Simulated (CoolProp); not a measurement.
Vapour-liquid equilibrium of n-perfluorobutane (1) + R365MFC (2) at 271.8 K; x and y are mole fractions of (1).

Model: multi-fluid Helmholtz-energy mixture model, Gao 2022 and Lemmon 2016; pair parameters Bell 2016, in CoolProp.

Q: Give the bubble pressure and the first vapour's composition at x = 0.2, 0.725, 0.8. Is there an azeotrope?

A: x = 0.2: 0.7600 bar, y = 0.797; x = 0.725: 0.9581 bar, y = 0.875; x = 0.8: 0.9820 bar, y = 0.895. No azeotrope shows between x = 0.05 and 0.95.

Pair parameters are fitted to limited data, so mixtures are less certain than the pure fluids. With so large a gap from Raoult's law the liquid may split in two, which this calculation doesn't test in full.
